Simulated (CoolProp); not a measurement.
Properties of carbon dioxide along the isobar 101 kPa (Tc = 31.0 °C, pc = 7377 kPa, ω = 0.224).

The numbers come from the reference Helmholtz-energy equation of state, Span 1996 in CoolProp.

```csv
T (°C),phase,density (kg/m³),Joule-Thomson coefficient (K/MPa),isothermal compressibility (1/MPa)
9.85,gas,1.900,12.51,9.961
27.95,gas,1.784,10.66,9.950
46.05,gas,1.682,9.201,9.941
64.15,gas,1.590,8.024,9.934
82.25,gas,1.508,7.061,9.929
100.35,gas,1.435,6.262,9.924
118.45,gas,1.368,5.590,9.921
136.55,gas,1.307,5.020,9.918
154.65,gas,1.251,4.531,9.915
172.75,gas,1.200,4.109,9.913
190.85,gas,1.153,3.741,9.911
```
